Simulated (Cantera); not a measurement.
## Ignition delay

Mixture: 19.2 % CH3OH, 17.0 % O2, 63.8 % N2, at 4.60 bar, adiabatic and at constant pressure. Ignition delay is the time to a rise of 400 K.

Detailed kinetics in Cantera: GRI-Mech 3.0 (53 species, 325 reactions). GRI-Mech 3.0 was tuned for natural gas; its chemistry of methanol as a main component is partial and can be far from experiment.

```csv
T0 (K),delay (ms)
1048,44.3
1098,15.4
1148,5.87
1198,2.44
1248,1.09
1298,0.522
1348,0.267
1398,0.144
1448,0.0825
```

```
Property                                                Result
--------------------------------------------------  ----------
apparent activation energy between 1348 and 1448 K  190 kJ/mol
```
